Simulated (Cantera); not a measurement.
A perfectly stirred reactor is fed with 56.8 % C2H6, 43.2 % N2, at 82.5 Torr; it is held at 1025 K, and followed from long to short residence time.

Cantera simulation using GRI-Mech 3.0 (53 species, 325 reactions); the numbers are that mechanism's predictions, not measurements. GRI-Mech 3.0 stops at C3 and has no aromatics, soot or wall deposition, so with more carbon than oxygen in the feed, carbon stays in small species such as C2H2 where larger ones or solid carbon would form.

x: mole fraction; the columns are a selection and need not sum to one.

```json
[
 {"τ (s)": "0.55", "x C2H6": "0.420", "x C2H2": "?", "x H2": "0.0908", "x C2H4": "0.0920", "x CH2": "<1e-12"},
 {"τ (s)": "0.20", "x C2H6": "0.506", "x C2H2": "?", "x H2": "0.0381", "x C2H4": "0.0386", "x CH2": "<1e-12"},
 {"τ (s)": "0.076", "x C2H6": "0.545", "x C2H2": "?", "x H2": "0.0141", "x C2H4": "0.0143", "x CH2": "<1e-12"},
 {"τ (s)": "0.028", "x C2H6": "0.562", "x C2H2": "?", "x H2": "0.00408", "x C2H4": "0.00413", "x CH2": "<1e-12"},
 {"τ (s)": "0.010", "x C2H6": "0.567", "x C2H2": "?", "x H2": "0.000754", "x C2H4": "0.000759", "x CH2": "<1e-12"},
 {"τ (s)": "0.0039", "x C2H6": "0.568", "x C2H2": "?", "x H2": "0.000121", "x C2H4": "0.000122", "x CH2": "<1e-12"},
 {"τ (s)": "0.0014", "x C2H6": "0.568", "x C2H2": "5.04e-11", "x H2": "1.46e-5", "x C2H4": "1.47e-5", "x CH2": "<1e-12"},
 {"τ (s)": "0.00053", "x C2H6": "0.568", "x C2H2": "<1e-12", "x H2": "1.73e-6", "x C2H4": "1.74e-6", "x CH2": "<1e-12"},
 {"τ (s)": "0.00020", "x C2H6": "0.568", "x C2H2": "<1e-12", "x H2": "1.67e-7", "x C2H4": "1.68e-7", "x CH2": "<1e-12"}
]
```

**Question.** Fill in the missing entries.

**Answer.** 
- 0.55, x C2H2: 0.000564
- 0.20, x C2H2: 0.000144
- 0.076, x C2H2: 2.76e-5
- 0.028, x C2H2: 2.79e-6
- 0.010, x C2H2: 1.02e-7
- 0.0039, x C2H2: 2.83e-9
